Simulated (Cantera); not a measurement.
An adiabatic, constant-volume homogeneous reactor starts with CH₄ : C₂H₆ : O₂ : N₂ : CO₂ = 1.4 : 0.045 : 1.14 : 9.08 : 0.29 (molar parts), equivalence ratio 2.6, at 1500 K and 9.87 atm.

Detailed kinetics in Cantera: GRI-Mech 3.0 (53 species, 325 reactions).

Q: Predict: time of steepest temperature rise; temperature at 3.00 s; equilibrium temperature; x(CH₄) at 3.00 s; x(O₂) at 3.00 s.

A: 
- time of steepest temperature rise = 0.334 ms
- temperature at 3.00 s = 2154 K
- equilibrium temperature = 2154 K
- x(CH₄) at 3.00 s = 2.50e-8 (gas-phase equilibrium 2.79e-8)
- x(O₂) at 3.00 s = 9.62e-9 (gas-phase equilibrium 9.62e-9)
